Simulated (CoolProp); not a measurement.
Properties of R115 along the isobar 0.394 MPa (Tc = 353.1 K, pc = 3.129 MPa, ω = 0.248).

The numbers come from the reference Helmholtz-energy equation of state, Lemmon 2016 in CoolProp.

```
T (K)  phase  cp (kJ/(kg K))  speed of sound (m/s)  expansivity (1/kK)
-----  -----  --------------  --------------------  ------------------
316.9    gas          0.7649                 128.4               3.886
331      gas          0.7783                 132.2               3.609
345      gas          0.7923                 135.7               3.382
359.1    gas          0.8066                 139.1               3.187
373.2    gas          0.8207                 142.3               3.018
387.3    gas          0.8346                 145.4               2.870
401.4    gas          0.8481                 148.4               2.738
415.5    gas          0.8611                 151.4               2.620
429.6    gas          0.8737                 154.2               2.513
443.7    gas          0.8857                 157.0               2.416
457.7    gas          0.8971                 159.7               2.328
471.8    gas          0.9081                 162.3               2.246
485.9    gas          0.9186                 164.9               2.170
500      gas          0.9286                 167.4               2.100
```
